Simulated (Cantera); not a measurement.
Feed: 1 mol Pb, 5 mol H₂.

Cantera equilibrium calculation (NASA polynomials, part measured and part estimated; ideal gas, pure solids and liquids). Candidate condensed phases: Pb; 4 gas species. The numbers say what is thermodynamically allowed, not how fast it happens.

What condenses at these points (T in °C, P in Pa): (600, 3200); (1000, 100); (800, 10); (950, 32); (950, 10)?


```
T (°C)  P in Pa  condensed phases  Pb condensed (%)
------  -------  ----------------  ----------------
600        3200                Pb             100.0
1000        100          gas only               0.0
800          10          gas only               0.0
950          32          gas only               0.0
950          10          gas only               0.0
```
